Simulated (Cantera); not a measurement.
An isothermal, constant-pressure homogeneous reactor starts with CH4 : N2 = 1 : 110 (molar parts), at 1925 K and 0.800 bar. Integrator tolerance rtol = 1e-08.

Computed with Cantera and GRI-Mech 3.0 (53 species, 325 reactions). GRI-Mech 3.0 stops at C3 and has no aromatics, soot or wall deposition, so with more carbon than oxygen in the feed, carbon stays in small species such as C2H2 where larger ones or solid carbon would form.

```
quantity                                             before                                      after
----------------  -----------------------------------------  -----------------------------------------
x(CH4) at 80.0 s    7.85e-7 (gas-phase equilibrium 3.92e-7)    4.92e-5 (gas-phase equilibrium 1.02e-5)
x(CH2) at 80.0 s   1.67e-9 (gas-phase equilibrium 8.38e-10)  8.29e-11 (gas-phase equilibrium 1.72e-11)
x(HCN) at 80.0 s   0.000237 (gas-phase equilibrium 0.00858)    7.62e-7 (gas-phase equilibrium 0.00838)
x(C2H) at 80.0 s    5.80e-7 (gas-phase equilibrium 2.30e-8)   3.45e-9 (gas-phase equilibrium 2.10e-10)
x(H) at 80.0 s    0.000124 (gas-phase equilibrium 0.000124)    4.09e-6 (gas-phase equilibrium 4.10e-6)
```

Question: Name the change that produced these shifts.
A. pressure from 0.800 bar to 0.000670 bar
B. temperature 1925 to 1150 K
C. temperature 1925 to 1550 K
D. pressure from 0.800 bar to 0.0133 bar

Answer: C, temperature 1925 to 1550 K
